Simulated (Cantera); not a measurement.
Predominance diagram of Cr at 1525 K against the partial pressures of O₂ and N₂ (log10, bar). Standard-state values (1 bar) from the NASA 1993 polynomials, evaluated with Cantera. Candidates: Cr(s), CrN(s), Cr₂N(s), Cr₂O₃(s). Only these pure phases compete in this equilibrium. 

### Question
Which phase is stable at these pairs, and which metal-bearing vapour leads over it? (-8, -9); (-8, -7.6); (-16, -1.4); (-13, -7.6); (-6, -3.5); (1, -5.5); (0, -9)

### Answer
```tsv
log p(O₂)	log p(N₂)	phase	chief vapour	log p (bar)
-8	-9	Cr₂O₃(s)	CrO₂	-10.3
-8	-7.6	Cr₂O₃(s)	CrO₂	-10.3
-16	-1.4	Cr₂O₃(s)	Cr	-6.7
-13	-7.6	Cr₂O₃(s)	Cr	-8.9
-6	-3.5	Cr₂O₃(s)	CrO₂	-9.8
1	-5.5	Cr₂O₃(s)	CrO₃	-5.5
0	-9	Cr₂O₃(s)	CrO₃	-6.2
```
